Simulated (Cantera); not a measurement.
Charge: 1 mol CuO, 0.53 mol CO, 3.5 mol H2, 3.5 mol CH4, equilibrated at 1398 K and 0.0260 bar.

Cantera equilibrium calculation (NASA polynomials, part measured and part estimated; ideal gas, pure solids and liquids). Candidate condensed phases: C, C6H6, C7H8, C8H18, Cu, CuO, Cu(OH)2, Cu2O, H2O; 113 gas species. Kinetics and transport are ignored.

Base state: H2 0.873, CO 0.127, CH4 8.65e-5, Cu 4.99e-5, H 2.74e-5, H2O 1.09e-5 (mole fractions); condensed: C(graphite) + Cu(l).

Question: What changes in the equilibrium state with this change: temperature from 1398 K to 2523 K?

Answer: 
| species | before | after |
|---|---|---|
| H2 | 0.873 | 0.670 |
| H | 2.74e-5 | 0.141 |
| CO | 0.127 | 0.109 |
| Cu | 4.99e-5 | 0.0713 |
| C2H | <1e-9 | 0.000127 |
| C4H2 | <1e-9 | 3.93e-5 |
| C(graphite), mol | 2.50 | 2.27 |
| Cu(l), mol | 0.999 | 0 |
